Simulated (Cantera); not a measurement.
Charge: 1 mol TiO2, 770 mol H2, equilibrated at 120 Pa.

Cantera equilibrium calculation (NASA polynomials, part measured and part estimated; ideal gas, pure solids and liquids). Candidate condensed phases: H2O, Ti, TiO, TiO2, Ti2O3, Ti3O5, Ti4O7; 12 gas species. Kinetics and transport are ignored.

Question: Which condensed phases are stable at each of these points (T (°C)): 1052, 1152, 1252, 1352, 1452, 1552, 1652?

Answer: 
| T (°C) | condensed phases | Ti condensed (%) |
|---|---|---|
| 1052 | Ti3O5(s) | 100.0 |
| 1152 | Ti3O5(s) | 100.0 |
| 1252 | Ti3O5(s) | 100.0 |
| 1352 | Ti2O3(s) | 100.0 |
| 1452 | Ti2O3(s) | 99.9 |
| 1552 | Ti2O3(s) | 99.2 |
| 1652 | Ti2O3(s) | 92.8 |

From 1052 °C to 1252 °C the condensed part is Ti3O5(s). From 1352 °C to 1652 °C the condensed part is Ti2O3(s).
